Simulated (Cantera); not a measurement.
A perfectly stirred reactor is fed with H2 : O2 = 0.25 : 1 (molar parts), equivalence ratio 0.12, at 0.0138 atm; it is held at 1375 K, and followed from long to short residence time.

Model: GRI-Mech 3.0 (53 species, 325 reactions), integrated in Cantera. Radical loss at walls, strong at low pressure, is not modelled. The temperature is held fixed by assumption; the heat of reaction is taken as removed at once.

Task: What does this change do: pressure from 0.0138 atm to 0.0263 atm?

Result: 
```tsv
quantity	before	after
x(H2) at τ = 11.0 s	0.000150	7.24e-5
x(O2) at τ = 11.0 s	0.776	0.777
x(HO2) at τ = 11.0 s	1.05e-6	9.92e-7
x(OH) at τ = 11.0 s	0.00201	0.00130
x(O) at τ = 11.0 s	0.000943	0.000395
x(H2) at τ = 19.0 ms	0.00701	0.00413
x(O2) at τ = 19.0 ms	0.722	0.749
x(HO2) at τ = 19.0 ms	6.38e-6	1.12e-5
x(OH) at τ = 19.0 ms	0.0135	0.0101
x(O) at τ = 19.0 ms	0.0475	0.0247
```

Task: What does this change do: 0.089 parts H2O added?

Result: 
| quantity | before | after |
|---|---|---|
| x(H2) at τ = 11.0 s | 0.000150 | 0.000157 |
| x(O2) at τ = 11.0 s | 0.776 | 0.719 |
| x(HO2) at τ = 11.0 s | 1.05e-6 | 1.05e-6 |
| x(OH) at τ = 11.0 s | 0.00201 | 0.00199 |
| x(O) at τ = 11.0 s | 0.000943 | 0.000730 |
| x(H2) at τ = 19.0 ms | 0.00701 | 0.00769 |
| x(O2) at τ = 19.0 ms | 0.722 | 0.677 |
| x(HO2) at τ = 19.0 ms | 6.38e-6 | 7.35e-6 |
| x(OH) at τ = 19.0 ms | 0.0135 | 0.0137 |
| x(O) at τ = 19.0 ms | 0.0475 | 0.0381 |
